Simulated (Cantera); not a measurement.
**Premixed flame**

A freely propagating, adiabatic, planar premixed flame of 43.6 % H2, 12.8 % O2, 43.6 % N2, unburnt at 573 K and 1.00 bar; mixture-averaged transport, grid criteria slope 0.08 and curve 0.16, no radiation.

Computed with Cantera and the H2/O2 subset of GRI-Mech 3.0, which has no nitrogen chemistry. Burning velocities carry a grid error of a few per cent, more on coarse grids.

```csv
z (mm),T (K),u (m/s),x H2,x O2,x H2O,x H,x H2O2,x OH
-1.30,573,9.02,0.436,0.128,<1e-8,<1e-8,<1e-8,<1e-8
-0.869,573,9.02,0.436,0.128,<1e-8,<1e-8,<1e-8,<1e-8
-0.652,573,9.02,0.436,0.128,<1e-8,<1e-8,<1e-8,<1e-8
-0.435,573,9.02,0.436,0.128,5.36e-8,3.45e-8,<1e-8,<1e-8
-0.217,591,9.27,0.433,0.128,0.000764,0.000264,3.32e-6,7.22e-5
-0.109,820,12.6,0.399,0.122,0.0204,0.00998,1.19e-5,0.000789
0,1264,18.8,0.279,0.0776,0.116,0.0597,2.77e-6,0.00333
0.109,1559,22.9,0.178,0.0196,0.225,0.0982,1.55e-6,0.00697
0.217,1686,24.6,0.159,0.00575,0.253,0.0993,1.01e-6,0.00836
0.435,1817,26.3,0.163,0.00278,0.261,0.0860,6.00e-7,0.00941
0.869,1955,28.0,0.172,0.00196,0.266,0.0688,3.28e-7,0.00975
1.74,2092,29.6,0.180,0.00123,0.272,0.0518,1.76e-7,0.00918
3.48,2215,31.1,0.187,0.000667,0.278,0.0365,9.64e-8,0.00773
```
x: mole fraction of selected species; z is measured from the peak of heat release.

The laminar burning velocity is 902 cm/s and the thermal thickness is 0.435 mm. The peak x(H) is 0.101, the peak x(H2O2) is 1.30e-5 and the peak x(OH) is 0.00976. The grid points is 147.
